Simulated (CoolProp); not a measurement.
CF4 (R14) at 157.79 K and 0.138 MPa flows at 0.1 m/s in a round tube of 100 mm bore and 1.5 µm roughness, fully developed (64/Re and Nu = 3.66 if laminar; Colebrook and Gnielinski if turbulent). Each further row changes one setting.

Computed with CoolProp (reference Helmholtz-energy equation of state, Platzer 1990). This equation is an older, rougher fit.

```tsv
case	Reynolds number	Darcy friction factor	pressure drop (Pa/m)	heat-transfer coefficient (W/(m² K))	mass flow (kg/h)
as stated	10100	0.0308	0.0148	1.87	27.2
velocity 0.2 m/s	20200	0.0259	0.0497	3.27	54.4
diameter 200 mm	20200	0.0258	0.00621	1.63	109
```

Viscosity comes from a separate model (Huber 2003), an estimate that may be off by 10 % or more. Thermal conductivity comes from a separate model (Huber 2003), an estimate that may be off by 10 % or more.
